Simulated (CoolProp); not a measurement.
Model: reference Helmholtz-energy equation of state, Thol 2012, in CoolProp.

For benzene, give the phase and the cv (kJ/(kg K)), speed of sound (m/s), Joule-Thomson coefficient (K/MPa), conductivity (mW/(m K)) at 341.8 K and 51.6 kPa; 516.4 K and 13.3 kPa; 486.4 K and 16400 kPa.


- 341.8 K and 51.6 kPa: gas; cv 1.12, speed of sound 197, Joule-Thomson coefficient 36.9, conductivity 14.3
- 516.4 K and 13.3 kPa: gas; cv 1.73, speed of sound 241, Joule-Thomson coefficient 9.08, conductivity 31.8
- 486.4 K and 16400 kPa: liquid; cv 1.75, speed of sound 706, Joule-Thomson coefficient -0.106, conductivity 99.4

Thermal conductivity comes from a separate model (Assael 2012).
